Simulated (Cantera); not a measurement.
Mixture: CH4 : O2 : N2 : CO2 = 1 : 2.53 : 7.34 : 1.2 (molar parts), at 2250 Torr, adiabatic and at constant volume. Ignition delay is the time to a rise of 400 K.

Model: GRI-Mech 3.0 (53 species, 325 reactions), integrated in Cantera.

### Question
Predict: delay at 1000 K; delay at 1100 K; delay at 1200 K; delay at 1300 K; delay at 1400 K; apparent activation energy between 1300 and 1400 K.

### Answer
| Quantity | Result |
|---|---|
| delay at 1000 K | 0.260 s |
| delay at 1100 K | 53.9 ms |
| delay at 1200 K | 13.2 ms |
| delay at 1300 K | 3.71 ms |
| delay at 1400 K | 1.17 ms |
| apparent activation energy between 1300 and 1400 K | 170 kJ/mol |
